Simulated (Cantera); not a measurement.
**Low-pressure radical oxidation in H2/O2**

An isothermal, constant-pressure homogeneous reactor starts with 5.24 % H2, 24.9 % O2, 69.8 % N2, at 1198 K and 10.00 Torr.

Cantera simulation using the H2/O2 subset of GRI-Mech 3.0, which has no nitrogen chemistry; the numbers are that mechanism's predictions, not measurements. Radical loss at walls, strong at low pressure, is not modelled. The temperature is held fixed by assumption; the heat of reaction is taken as removed at once.

| t (s) | x H2 | x O2 | x H2O | x O | x OH | x H2O2 |
|---|---|---|---|---|---|---|
| 0.00100 | 0.0524 | 0.249 | 1.30e-7 | 5.93e-8 | 3.60e-8 | 2.37e-11 |
| 0.00269 | 0.0522 | 0.249 | 0.000140 | 5.90e-5 | 3.56e-5 | 4.92e-10 |
| 0.00725 | 0.00228 | 0.218 | 0.0404 | 0.0209 | 0.00272 | 5.35e-8 |
| 0.0195 | 0.00188 | 0.219 | 0.0429 | 0.0181 | 0.00249 | 5.40e-8 |
| 0.0525 | 0.00133 | 0.222 | 0.0471 | 0.0119 | 0.00211 | 6.10e-8 |
| 0.141 | 0.000536 | 0.226 | 0.0515 | 0.00449 | 0.00134 | 6.45e-8 |
| 0.381 | 0.000101 | 0.229 | 0.0533 | 0.000824 | 0.000582 | 4.47e-8 |
| 1.02 | 1.40e-5 | 0.229 | 0.0536 | 0.000115 | 0.000218 | 1.82e-8 |
| 2.76 | 2.38e-6 | 0.229 | 0.0537 | 1.96e-5 | 9.02e-5 | 6.03e-9 |
| 7.43 | 5.35e-7 | 0.229 | 0.0538 | 4.45e-6 | 4.29e-5 | 1.96e-9 |
| 20.0 | 1.48e-7 | 0.229 | 0.0538 | 1.23e-6 | 2.26e-5 | 6.64e-10 |
x: mole fraction; the columns are a selection and need not sum to one.

Equilibrium at this temperature and pressure: H2 1.19e-8, O2 0.229, H2O 0.0538, O 1.00e-7, OH 6.45e-6, H2O2 6.99e-11 (gas phase only).
